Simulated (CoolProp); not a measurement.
The numbers come from the reference Helmholtz-energy equation of state, Lemmon 2022 in CoolProp.

### Question
Give the vapour pressure (kPa), liquid density (kg/m³), vapour density (kg/m³), surface tension (mN/m) of saturated R1234yf at -75.45, -67.85, -58.45 °C.

### Answer
```csv
T (°C),p (kPa),liquid density (kg/m³),vapour density (kg/m³),surface tension (mN/m)
-75.45,7.61,1380,0.532,21.4
-67.85,12.8,1370,0.867,20.1
-58.45,23.1,1340,1.50,18.5
```

Surface tension comes from a separate correlation (Mulero 2012).
